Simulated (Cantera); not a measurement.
# FeS + H2S + H2O (roasting and sulfation)

Charge: 1 mol FeS, 0.052 mol H2S, 0.061 mol H2O, at 3.40 bar.

These are equilibrium values from Cantera (NASA tables, ideal gas, pure condensed phases), not measurements of a reactor. Candidate condensed phases: Fe, FeO, Fe(OH)2, Fe(OH)3, FeS, FeSO4, FeS2, Fe2O3, Fe2(SO4)3, Fe3O4, H2O, H2SO4, S; 22 gas species. FeS: taken at fixed stoichiometry. Gases not in the tables: S3 to S7. Kinetics and transport are ignored.

```tsv
T (K)	x H2O	x H2S	x H2	x S2	x SO2	x S2O	x SH	x SO	n FeS(s)	n FeS2(s)
750	0.540	0.424	0.0362	1.69e-6	7.14e-9	3.67e-10	1.01e-8	1.13e-12	0.996	0.00409
775	0.540	0.432	0.0281	7.34e-6	4.87e-8	2.82e-9	2.74e-8	7.97e-12	0.997	0.00317
800	0.540	0.438	0.0220	2.91e-5	2.97e-7	1.92e-8	6.94e-8	5.01e-11	0.998	0.00248
825	0.540	0.443	0.0175	0.000106	1.63e-6	1.16e-7	1.66e-7	2.82e-10	0.998	0.00195
850	0.540	0.446	0.0141	0.000357	8.12e-6	6.36e-7	3.76e-7	1.44e-9	0.998	0.00151
875	0.539	0.448	0.0114	0.00112	3.70e-5	3.16e-6	8.15e-7	6.69e-9	0.999	0.00103
900	0.538	0.449	0.00940	0.00331	0.000155	1.43e-5	1.69e-6	2.86e-8	1.000	0.000258
925	0.537	0.448	0.0106	0.00492	0.000238	2.36e-5	2.86e-6	6.06e-8	1.00	0
950	0.536	0.445	0.0130	0.00602	0.000278	2.92e-5	4.52e-6	1.04e-7	1.00	0
975	0.535	0.442	0.0157	0.00729	0.000323	3.59e-5	6.96e-6	1.75e-7	1.00	0
```
x: gas mole fraction; n: condensed amount in mol.

From 750 K to 900 K the condensed part is FeS(s) + FeS2(s). From 925 K to 975 K the condensed part is FeS(s).
